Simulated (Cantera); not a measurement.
# CH₃Cl + H₂ (fluorocarbon and chlorocarbon gases)

Charge: 1 mol CH₃Cl, a varied amount of H₂, held at 75.0 Torr.

These are equilibrium values from Cantera (NASA tables, ideal gas, pure condensed phases), not measurements of a reactor. Candidate condensed phases: C, C₆H₆, C₇H₈, C₈H₁₈; 91 gas species. Rates play no part.

Stable condensed phases:

```
T in K \ n(H₂) in mol
         0.87  1.2  1.7  2.4  3.3  4.6  6.3  8.8   12
   3323     A    A    A    A    A    A    A    A    A
   3298     A    A    A    A    A    A    A    A    A
   3273     A    A    A    A    A    A    A    A    A
   3248     B    A    A    A    A    A    A    A    A
   3223     B    B    A    A    A    A    A    A    A
   3198     B    B    B    A    A    A    A    A    A
   3173     B    B    B    B    A    A    A    A    A
   3148     B    B    B    B    A    A    A    A    A
   3123     B    B    B    B    B    A    A    A    A
   3098     B    B    B    B    B    A    A    A    A
   3073     B    B    B    B    B    B    A    A    A
   3048     B    B    B    B    B    B    A    A    A
```

A: gas only; B: C.
